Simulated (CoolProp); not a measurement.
A single-stage vapour-compression cycle with R1336mzz(Z): evaporating at 280.15 K (dew point), condensing at 302.15 K (bubble point), superheat 0 K, subcooling 8 K, compressor efficiency 0.6, no pressure losses. Each further row changes one setting.

Values from CoolProp's reference Helmholtz-energy equation of state, McLinden 2020.

```json
[
 {"case": "as stated", "cooling COP": "7.43", "pressure ratio": "2.50", "discharge temperature (K)": "307.5", "refrigerating effect (kJ/kg)": "160", "volumetric capacity (kJ/m³)": "396"},
 {"case": "evaporating temperature 285.15 K", "cooling COP": "9.98", "pressure ratio": "2.00", "discharge temperature (K)": "306.0", "refrigerating effect (kJ/kg)": "163", "volumetric capacity (kJ/m³)": "500"},
 {"case": "condensing temperature 297.15 K", "cooling COP": "9.81", "pressure ratio": "2.06", "discharge temperature (K)": "301.7", "refrigerating effect (kJ/kg)": "166", "volumetric capacity (kJ/m³)": "411"},
 {"case": "subcooling 13 K", "cooling COP": "7.72", "pressure ratio": "2.50", "discharge temperature (K)": "307.5", "refrigerating effect (kJ/kg)": "166", "volumetric capacity (kJ/m³)": "411"},
 {"case": "superheat 10 K", "cooling COP": "7.51", "pressure ratio": "2.50", "discharge temperature (K)": "317.7", "refrigerating effect (kJ/kg)": "168", "volumetric capacity (kJ/m³)": "401"},
 {"case": "compressor efficiency 0.5", "cooling COP": "6.20", "pressure ratio": "2.50", "discharge temperature (K)": "312.3", "refrigerating effect (kJ/kg)": "160", "volumetric capacity (kJ/m³)": "396"}
]
```
